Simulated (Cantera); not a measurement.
An isothermal, constant-pressure homogeneous reactor starts with C2H6 : N2 = 1 : 76 (molar parts), at 1173 K and 0.000711 atm. Integrator tolerance rtol = 1e-08.

Detailed kinetics in Cantera: GRI-Mech 3.0 (53 species, 325 reactions). GRI-Mech 3.0 stops at C3 and has no aromatics, soot or wall deposition, so with more carbon than oxygen in the feed, carbon stays in small species such as C2H2 where larger ones or solid carbon would form. Radical loss at walls, strong at low pressure, is not modelled.

```csv
quantity,before,after
x(C2H6) at 2.00 s,0.00989 (gas-phase equilibrium 4.15e-12),0.00754 (gas-phase equilibrium 1.37e-12)
x(CH3) at 2.00 s,0.000234 (gas-phase equilibrium 6.68e-9),0.000187 (gas-phase equilibrium 3.83e-9)
x(H) at 2.00 s,8.17e-6 (gas-phase equilibrium 7.03e-7),7.16e-6 (gas-phase equilibrium 6.04e-7)
x(HCN) at 2.00 s,6.06e-9 (gas-phase equilibrium 0.0189),6.85e-9 (gas-phase equilibrium 0.0148)
x(CH4) at 2.00 s,0.000456 (gas-phase equilibrium 1.27e-5),0.000255 (gas-phase equilibrium 6.27e-6)
x(C2H2) at 2.00 s,5.75e-5 (gas-phase equilibrium 0.00320),3.06e-5 (gas-phase equilibrium 0.00194)
```

Task: Name the change that produced these shifts.
A) C2H6 1 to 1.4 parts
B) pressure from 0.000711 atm to 0.000207 atm
C) N2 76 to 310 parts
D) C2H6 1 to 0.73 parts

Result: D, C2H6 1 to 0.73 parts
